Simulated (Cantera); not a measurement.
A perfectly stirred reactor is fed with CH₃OH : O₂ : N₂ = 1 : 1.74 : 6.56 (molar parts), at 1.00 bar; it is adiabatic with a 425 K inlet, and is followed from long to short residence time, starting on the burning branch (τ in s: 0.18, 0.064, 0.023, 0.0082, 0.0029, 0.001, 0.00037, 0.00013, 4.8e-05, 1.7e-05, 6.1e-06).

Cantera simulation using GRI-Mech 3.0 (53 species, 325 reactions); the numbers are that mechanism's predictions, not measurements. GRI-Mech 3.0 was tuned for natural gas; its chemistry of methanol as a main component is partial and can be far from experiment.

What does this change do: CH3OH 1 to 0.64 parts?


| quantity | before | after |
|---|---|---|
| blow-out, bracketed by the residence times tried | burning at 0.130 ms, out at 48.0 µs | burning at 1.00 ms, out at 0.370 ms |
| x(CH₃OH) at τ = 0.180 s | 6.30e-7 | 3.01e-6 |
| x(O₂) at τ = 0.180 s | 0.0252 | 0.0841 |
| x(C₂H₂) at τ = 0.180 s | <1e-12 | <1e-12 |
| x(H₂O) at τ = 0.180 s | 0.200 | 0.138 |
| x(CH₂CO) at τ = 0.180 s | 2.13e-11 | 1.14e-12 |
| x(CH₃OH) at τ = 1.00 ms | 3.26e-5 | 0.000111 |
| x(O₂) at τ = 1.00 ms | 0.0346 | 0.0876 |
| x(C₂H₂) at τ = 1.00 ms | 3.50e-10 | 5.39e-11 |
| x(H₂O) at τ = 1.00 ms | 0.186 | 0.134 |
| x(CH₂CO) at τ = 1.00 ms | 5.53e-9 | 3.65e-9 |
